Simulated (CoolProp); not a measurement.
Carbon dioxide at 515.58 K and 0.3 MPa is throttled through a valve to 0.186 MPa with no heat exchange. Each further row changes one setting.

Model: reference Helmholtz-energy equation of state, Span 1996, in CoolProp.

```json
[
 {"case": "as stated", "temperature change (K)": "-0.3", "final density (kg/m³)": "[?]"},
 {"case": "outlet pressure 0.0558 MPa", "temperature change (K)": "[?]", "final density (kg/m³)": "[?]"},
 {"case": "outlet pressure 0.242 MPa", "temperature change (K)": "-0.2", "final density (kg/m³)": "[?]"}
]
```

Task: What belongs in the gaps?

Result: 
- as stated, final density (kg/m³): 1.91
- outlet pressure 0.0558 MPa, temperature change (K): -0.7
- outlet pressure 0.0558 MPa, final density (kg/m³): 0.574
- outlet pressure 0.242 MPa, final density (kg/m³): 2.49
